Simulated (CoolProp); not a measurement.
A Linde-Hampson liquefier for dry air: isothermal reversible compression at 300 K from 1 atm to 25 MPa, throttling to 1 atm, return gas leaving the recuperator 0 K below the feed. Each further row changes one setting.

Model: reference Helmholtz-energy equation of state, Lemmon 2000, in CoolProp. It is a pseudo-pure fit of the blend.

```csv
case,liquid yield per pass,compression work (kJ/kg of gas)
as stated,?,474
high pressure 50 MPa,?,544
warm-end temperature 330 K,?,?
warm-end gap 5 K,0.081,474
```

**Question.** Complete the blanks.

**Answer.** 
- as stated, liquid yield per pass: 0.092
- high pressure 50 MPa, liquid yield per pass: 0.104
- warm-end temperature 330 K, liquid yield per pass: 0.068
- warm-end temperature 330 K, compression work (kJ/kg of gas): 525
